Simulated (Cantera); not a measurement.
A diamond (100) surface in a fixed gas of H2 with x(CH4) = 0.0041, x(CH3) = 9.1e-05, at 1150 K, 0.0661 atm; coverages are run to steady state.

Model: the Harris–Goodwin 1993 mechanism for the reconstructed diamond (100) surface, integrated in Cantera.

One state of this run: growth (µm/h) = 0.733; θ c6HH = 0.502; θ c6H* = 0.0312; θ c6*H = 0.442; θ c6** = 0.0153; θ c6HM = 0.00531. θ: site fractions in the mechanism's names (c6HH fully hydrogenated, c6H* and c6*H radical sites, c6** diradical, c6HM methylated).

Problem. Which value of x(H) does it belong to?
A) 0.00052
B) 0.074
C) 0.033
D) 0.0001

Solution. A, 0.00052
